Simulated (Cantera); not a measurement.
Charge: 1 mol SiCl4, 1 mol O2, held at 0.110 bar.

Cantera equilibrium calculation (NASA polynomials, part measured and part estimated; ideal gas, pure solids and liquids). Candidate condensed phases: Si, SiO2; 15 gas species. The tables hold silica as quartz up to 1696 K and as liquid above; real silica turns to tridymite and cristobalite and melts near 1996 K. Kinetics and transport are ignored.

x: gas mole fraction; n: condensed amount in mol.

```
T (K)  x Cl2      x Cl   x SiCl4      x O2     x ClO     x O   x SiCl3  n SiO2(α-quartz)  n SiO2(β-quartz)  n SiO2(condensed)
-----  -----  --------  --------  --------  --------  ------  --------  ----------------  ----------------  -----------------
600     1.00   5.90e-8  4.04e-10  2.31e-10    <1e-12  <1e-12    <1e-12              1.00                 0                  0
700    1.000   1.99e-6   1.08e-8   1.06e-8  1.32e-11  <1e-12    <1e-12              1.00                 0                  0
800    1.000   2.82e-5   1.53e-7   1.53e-7  4.45e-10  <1e-12    <1e-12              1.00                 0                  0
900    1.000  0.000223   1.20e-6   1.20e-6   6.80e-9  <1e-12    <1e-12                 0             1.000                  0
1000   0.999   0.00117   6.23e-6   6.20e-6   6.01e-8       …    <1e-12                 0             1.000                  0
1100   0.995   0.00456   2.38e-5   2.36e-5   3.56e-7       …    <1e-12                 0             1.000                  0
1200   0.986    0.0141   7.21e-5   7.14e-5   1.56e-6       …  3.18e-11                 0             1.000                  0
1300   0.963    0.0367  0.000182  0.000179   5.35e-6       …  6.37e-10                 0             1.000                  0
1400   0.917    0.0821  0.000389  0.000381   1.50e-5       …   8.17e-9                 0             0.999                  0
1500   0.837     0.161  0.000715  0.000698   3.47e-5       …   7.24e-8                 0             0.998                  0
1600   0.717     0.281   0.00113   0.00110   6.72e-5       …   4.69e-7                 0             0.997                  0
1700   0.562     0.434   0.00152   0.00147  0.000108       …   2.30e-6                 0                 0              0.996
1800   0.397     0.600   0.00170   0.00163  0.000143       …   8.68e-6                 0                 0              0.995
```

Task: Some entries are withheld; supply them.

Result: 
- 1000, x O: 1.18e-12
- 1100, x O: 3.66e-11
- 1200, x O: 6.38e-10
- 1300, x O: 7.13e-9
- 1400, x O: 5.57e-8
- 1500, x O: 3.23e-7
- 1600, x O: 1.45e-6
- 1700, x O: 5.16e-6
- 1800, x O: 1.48e-5
